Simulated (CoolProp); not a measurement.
Ethylbenzene at 293.15 K and 7.27 MPa is throttled through a valve to 0.371 MPa with no heat exchange. Each further row changes one setting.

Model: reference Helmholtz-energy equation of state, Zhou 2012, in CoolProp.

```
case                       temperature change (K)
-------------------------  ----------------------
as stated                                    +3.3
outlet pressure 0.111 MPa                    +3.4
outlet pressure 0.482 MPa                    +3.2
```
